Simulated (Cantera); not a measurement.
Cantera with NASA thermochemical tables; ideal gases at 1 bar, condensed phases pure. Values are per mole of reaction as written; species without (g) are pure solids or liquids, kept so even where they would boil at 1 bar.

B2O2(g) + 2 NO(g) → 2 O2(g) + 2 BN

| T (K) | ΔH° (kJ) | ΔS° (J/K) | ΔG° (kJ) | log10 K |
|---|---|---|---|---|
| 598 | -230.5 | -230.0 | -92.9 | 8.11 |
| 798 | -229.3 | -228.4 | -47.0 | 3.08 |
| 998 | … | … | … | … |
| 1198 | -224.5 | -223.6 | 43.4 | -1.89 |
| 1398 | -221.5 | -221.3 | 87.9 | -3.28 |
| 1598 | … | … | … | … |
| 1798 | -215.0 | -217.2 | 175.6 | -5.10 |
| 1998 | -211.6 | -215.4 | 218.8 | -5.72 |
| 2198 | … | … | … | … |
| 2398 | -204.7 | -212.3 | 304.4 | -6.63 |

### Question
Complete the blanks.

### Answer

- 998, ΔH° (kJ): -227.2
- 998, ΔS° (J/K): -226.1
- 998, ΔG° (kJ): -1.6
- 998, log10 K: 0.08
- 1598, ΔH° (kJ): -218.3
- 1598, ΔS° (J/K): -219.2
- 1598, ΔG° (kJ): 131.9
- 1598, log10 K: -4.31
- 2198, ΔH° (kJ): -208.1
- 2198, ΔS° (J/K): -213.8
- 2198, ΔG° (kJ): 261.8
- 2198, log10 K: -6.22
